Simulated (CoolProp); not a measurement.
R245fa at several states: fugacity coefficient from the reference equation and from simpler models built on Tc = 427.0 K, pc = 36.51 bar, ω = 0.378; each cubic takes its own stable root.

Values from CoolProp's reference Helmholtz-energy equation of state, Akasaka 2015.

```csv
T (K),p (bar),phase,reference
391.3,4.95,gas,0.9381
294.8,5.7,liquid,0.2229
293.8,49.7,liquid,0.02943
267.1,0.162,gas,0.9913
```

How far does each simpler model (Soave-Redlich-Kwong, Peng-Robinson) lie from the reference over these 4 states: mean and median of the absolute difference, and the worst?


- Soave-Redlich-Kwong: mean 1.0 %, median 0.6 %, worst +2.8 % at 293.8 K and 49.7 bar
- Peng-Robinson: mean 0.5 %, median 0.5 %, worst +0.8 % at 294.8 K and 5.7 bar
